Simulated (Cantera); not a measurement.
An adiabatic, constant-pressure homogeneous reactor starts with 7.76 % CO, 0.854 % H₂, 1.71 % CH₄, 18.9 % O₂, 70.8 % N₂, at 1550 K and 15.8 atm.

Model: GRI-Mech 3.0 (53 species, 325 reactions), integrated in Cantera. The pressure lies above the range GRI-Mech 3.0 was tuned for (to about 10 atm).

**Question.** Predict: time of steepest temperature rise; temperature at 0.100 s; equilibrium temperature; x(CO) at 0.100 s; x(H₂) at 0.100 s; x(HO₂) at 0.100 s; x(NO) at 0.100 s.

**Answer.** 
```
Property                                                              Result
---------------------------------  -----------------------------------------
time of steepest temperature rise                                    13.4 µs
temperature at 0.100 s                                                2476 K
equilibrium temperature                                               2476 K
x(CO) at 0.100 s                     0.00238 (gas-phase equilibrium 0.00238)
x(H₂) at 0.100 s                   0.000171 (gas-phase equilibrium 0.000171)
x(HO₂) at 0.100 s                    1.06e-5 (gas-phase equilibrium 1.06e-5)
x(NO) at 0.100 s                       0.0153 (gas-phase equilibrium 0.0153)
```
